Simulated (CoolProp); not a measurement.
Properties of n-perfluoropentane along the isobar 9450 kPa.

Computed with CoolProp (reference Helmholtz-energy equation of state, Gao 2022).

| T (°C) | phase | density (kg/m³) | speed of sound (m/s) | expansivity (1/kK) |
|---|---|---|---|---|
| 48.65 | liquid | 1583 | 478.4 | 1.862 |
| 54.65 | liquid | 1565 | 464.1 | 1.907 |
| 60.55 | liquid | 1548 | 450.2 | 1.953 |
| 66.45 | liquid | 1530 | 436.3 | 2.003 |
| 72.45 | liquid | 1511 | 422.4 | 2.055 |
| 78.35 | liquid | 1493 | 408.7 | 2.110 |
| 84.25 | liquid | 1474 | 395.3 | 2.167 |
| 90.25 | liquid | 1455 | 381.8 | 2.228 |
| 96.15 | liquid | 1435 | 368.7 | 2.292 |
| 102.15 | liquid | 1415 | 355.7 | 2.359 |
| 108.05 | liquid | 1396 | 343.1 | 2.429 |
